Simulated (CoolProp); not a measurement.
Vapour-liquid equilibrium of acetone (1) + p-xylene (2) at 7.88 bar; x and y are mole fractions of (1).

Model: multi-fluid Helmholtz-energy mixture model, Lemmon 2006 and Zhou 2012; pair parameters Bell 2016, in CoolProp.

```
x      bubble temperature, mixture model (K)  bubble temperature, Raoult's law (K)  y, mixture model  y, Raoult's law
-----  -------------------------------------  ------------------------------------  ----------------  ---------------
0.05                                   494.1                                 495.5             0.226            0.247
0.125                                  476.1                                 479.4             0.457            0.483
0.2                                    462.4                                 466.7             0.601            0.631
0.275                                  451.9                                 456.3             0.696            0.730
0.35                                   443.6                                 447.6             0.761            0.799
0.425                                  436.9                                 440.2             0.809            0.850
0.5                                    431.3                                 433.7             0.846            0.887
0.575                                  426.4                                 428.0             0.877            0.917
0.65                                   422.0                                 423.0             0.903            0.939
0.725                                  418.0                                 418.5             0.927            0.958
0.8                                    414.2                                 414.4             0.948            0.972
0.875                                  410.7                                 410.6             0.968            0.984
0.95                                   407.3                                 407.2             0.987            0.994
```

The largest gap from Raoult's law is -4.4 K in bubble temperature, at x = 0.275. No azeotrope shows between x = 0.05 and 0.95.

Pair parameters are fitted to limited data, so mixtures are less certain than the pure fluids.
